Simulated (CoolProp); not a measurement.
Properties of tetrahydrofuran along the isobar 5.22 bar.

Values from CoolProp's reference Helmholtz-energy equation of state, Fiedler 2023.

| T (°C) | phase | density (kg/m³) | cp (kJ/(kg K)) | isothermal compressibility (1/MPa) | expansivity (1/kK) |
|---|---|---|---|---|---|
| 65.65 | liquid | 836.6 | 1.882 | 0.001423 | 1.388 |
| 89.55 | liquid | 808.2 | 1.985 | 0.001798 | 1.506 |
| 113.45 | liquid | 778.2 | 2.095 | 0.002332 | 1.664 |
| 137.45 | gas | 12.06 | 1.593 | 2.113 | 3.213 |
| 161.35 | gas | 11.22 | 1.672 | 2.073 | 2.893 |
| 185.25 | gas | 10.50 | 1.751 | 2.044 | 2.642 |
| 209.25 | gas | 9.879 | 1.830 | 2.022 | 2.438 |
| 233.15 | gas | 9.339 | 1.906 | 2.004 | 2.270 |
| 257.05 | gas | 8.861 | 1.980 | 1.991 | 2.127 |
